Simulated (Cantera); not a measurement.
A Cantera script and its output.

```python
import numpy as np
import cantera as ct

gas = ct.Solution("gri30.yaml")
gas.TPX = 525, 27000, {'CH4': 1, 'C2H6': 0.074, 'O2': 1.51, 'N2': 5.72}
inlet = ct.Reservoir(gas, clone=True)
gas.equilibrate("HP")  # start burning
reactor = ct.IdealGasConstPressureReactor(gas, energy="on", clone=False)
exhaust = ct.Reservoir(gas, clone=True)
tau = [0.023, 0.012, 0.0063, 0.0033, 0.0017, 0.00091, 0.00048, 0.00025, 0.00013, 7e-05, 3.7e-05, 1.9e-05, 1e-05][0]
for a, b in ((inlet, reactor), (reactor, exhaust)):
    ct.MassFlowController(a, b, mdot=lambda t: reactor.mass / tau)
net = ct.ReactorNet([reactor])
show = ['CH4', 'C2H6', 'O2', 'CH3', 'CO2']

rows = []
print(f"{'tau/s':>10s}{'T/K':>9s}" + "".join(f"{s:>11s}" for s in show))
for tau in [0.023, 0.012, 0.0063, 0.0033, 0.0017, 0.00091, 0.00048, 0.00025, 0.00013, 7e-05, 3.7e-05, 1.9e-05, 1e-05]:
    net.initial_time = 0.0
    net.advance(30 * tau)
    before = gas.X
    net.advance(40 * tau)
    drift = np.max(np.abs(gas.X - before) / (gas.X + 1e-9))
    rows.append([gas.T, *gas[show].X, drift])
    print(f"{tau:10.3e}{gas.T:9.1f}" + "".join(f"{x:11.3e}" for x in gas[show].X))
```

Output:

```
     tau/s      T/K        CH4       C2H6         O2        CH3        CO2
 2.300e-02   2022.3  1.238e-04  6.987e-07  3.990e-04  1.117e-04  3.930e-02
 1.200e-02   2016.7  2.089e-04  1.318e-06  6.732e-04  1.906e-04  3.907e-02
 6.300e-03   2009.6  3.638e-04  2.539e-06  1.171e-03  3.292e-04  3.860e-02
 3.300e-03   1998.3  6.440e-04  5.056e-06  2.101e-03  5.661e-04  3.768e-02
 1.700e-03   1977.1  1.169e-03  1.075e-05  3.940e-03  9.675e-04  3.588e-02
 9.100e-04   1936.9  2.183e-03  2.449e-05  7.588e-03  1.602e-03  3.260e-02
 4.800e-04    525.0  1.204e-01  8.911e-03  1.818e-01 -2.472e-20 -3.806e-17
 2.500e-04    525.0  1.204e-01  8.911e-03  1.818e-01  8.895e-21 -4.825e-20
 1.300e-04    525.0  1.204e-01  8.911e-03  1.818e-01  4.916e-21 -3.048e-21
 7.000e-05    525.0  1.204e-01  8.911e-03  1.818e-01  2.655e-21 -1.925e-22
 3.700e-05    525.0  1.204e-01  8.911e-03  1.818e-01  1.407e-21 -1.216e-23
 1.900e-05    525.0  1.204e-01  8.911e-03  1.818e-01  7.253e-22 -7.681e-25
 1.000e-05    525.0  1.204e-01  8.911e-03  1.818e-01  3.808e-22 -4.852e-26
```

Cantera simulation using GRI-Mech 3.0 (53 species, 325 reactions); the numbers are that mechanism's predictions, not measurements.
